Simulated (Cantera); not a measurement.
Standard-state values (1 bar) from the NASA 1993 polynomials, evaluated with Cantera. Values are per mole of reaction as written; species without (g) are pure solids or liquids, kept so even where they would boil at 1 bar.

2 Nb₂O₅ + H₂(g) ⇌ 2 OH(g) + 4 NbO₂

```
T (K)  ΔH° (kJ)  ΔS° (J/K)  ΔG° (kJ)  log10 K
-----  --------  ---------  --------  -------
2350          ?          ?         ?        ?
2450          ?          ?         ?        ?
2550          ?          ?         ?        ?
2650      803.9      217.4     227.8    -4.49
2750          ?          ?         ?        ?
2850      789.7      212.2     184.9    -3.39
2950      782.6      209.8     163.8    -2.90
```

Q: Fill in the missing entries.

A: 
- 2350, ΔH° (kJ): 825.4
- 2350, ΔS° (J/K): 226.0
- 2350, ΔG° (kJ): 294.3
- 2350, log10 K: -6.54
- 2450, ΔH° (kJ): 818.3
- 2450, ΔS° (J/K): 223.0
- 2450, ΔG° (kJ): 271.9
- 2450, log10 K: -5.80
- 2550, ΔH° (kJ): 811.1
- 2550, ΔS° (J/K): 220.2
- 2550, ΔG° (kJ): 249.7
- 2550, log10 K: -5.11
- 2750, ΔH° (kJ): 796.8
- 2750, ΔS° (J/K): 214.8
- 2750, ΔG° (kJ): 206.2
- 2750, log10 K: -3.92
